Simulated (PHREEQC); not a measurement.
A made-up water analysis in mg/L, 25 °C, pH 3.91, pe 11.7:

| constituent | mg/L |
|---|---|
| Na | 384 |
| K | 32.1 |
| Ca | 487 |
| Mg | 8.22 |
| Cl | 213 |
| S(6) as SO4 | 2080 |
| O(0) (dissolved oxygen) | 0.182 |
| F | 0.472 |
| Zn | 27.9 |
| Al | 55.4 |
| Cu(2) | 25.6 |

Valence states are taken as typed.

All values are PHREEQC results (ion-association model, phreeqc.dat), not measurements.

Q: The ionic strength comes out as 0.0608 mol/kgw. What activity coefficients do Ca+2, AlSO4+, SO4-2, Cl-, AlOH+2 get?

A: Ca+2 0.45, AlSO4+ 0.81, SO4-2 0.44, Cl- 0.80, AlOH+2 0.45.

This is a speciation only: nothing precipitates in the calculation. Fluoro complexes past AlF4- and FeF3 are missing from the database.
